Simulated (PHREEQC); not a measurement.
## Ultrapure water in contact with air or piping: an equilibrium model

Model water analysis in mg/kgw, 45 °C, pH 6.5, pe 12.5:

```csv
constituent,mg/kgw
Na,0.0184
K,0.0131
Ca,0.0295
Mg,0.014
Cl,0.0848
S(6) as SO4,0.0131
Alkalinity as HCO3,0.0636
Cd,0.00922
Pb,0.0135
Cu(2),3.71e-05
O(0) (dissolved oxygen),4.43e-05
Si as SiO2,0.00214
B,4.07e-05
```

Valence states are taken as typed.

Model: ion-association model, phreeqc.dat, run in PHREEQC.

Each row changes one thing in this solution. This is a speciation only: nothing precipitates in the calculation.

| case | HCO3- (mol/kgw) | CO2 (mol/kgw) | Pb+2 (mol/kgw) | PbOH+ (mol/kgw) | Cu+2 (mol/kgw) | PbCO3 (mol/kgw) | SI of Pb(OH)2 (Pb(OH)2) | SI of Quartz (SiO2) |
|---|---|---|---|---|---|---|---|---|
| as made | 1.23e-6 | 7.53e-7 | 6.11e-8 | 3.73e-9 | 4.71e-10 | 2.58e-10 | -1.72 | -3.74 |
| pH from 6.5 to 7 at the same alkalinity | 7.24e-7 | 1.41e-7 | 5.42e-8 | 1.05e-8 | 1.84e-10 | 4.28e-10 | -0.78 | -3.75 |
| Mg from 0.014 to 0.042 mg/kgw | 1.23e-6 | 7.52e-7 | 6.11e-8 | 3.73e-9 | 4.71e-10 | 2.58e-10 | -1.73 | -3.74 |
| all concentrations times 4 at the same typed pH | 4.33e-6 | 2.65e-6 | 2.41e-7 | 1.46e-8 | 1.87e-9 | 3.55e-9 | -1.13 | -3.14 |
| temperature from 45 to 80 °C at the same typed pH | 5.36e-7 | 3.68e-7 | 6.12e-8 | 3.74e-9 | 4.71e-10 | 1.33e-10 | -0.77 | -4.15 |

Complexes and solids missing from the database can't appear. Constants without temperature data keep their 25 °C values here. The database's constant for dissolved Cu(OH)2 is higher than later reviews accept.
